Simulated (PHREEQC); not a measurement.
Solution (25 °C): 0.14 mol/kgw ZnCl2, 3.2e-05 mol/kgw NaOH and 0.036 mol/kgw FeSO4. It is in equilibrium with CO2 at log p = -1 (atm). Otherwise closed; pH follows from the charge balance.

The numbers come from PHREEQC with the ion-association model, phreeqc.dat.

Precipitation was switched off in this run.

### Question
Estimate the pH, activity of water.

### Answer
pH 4.17; activity of water 0.992.

### Question
In which forms is Na present?

### Answer
Na+ 98 %, NaSO4- 1.5 % of the Na.
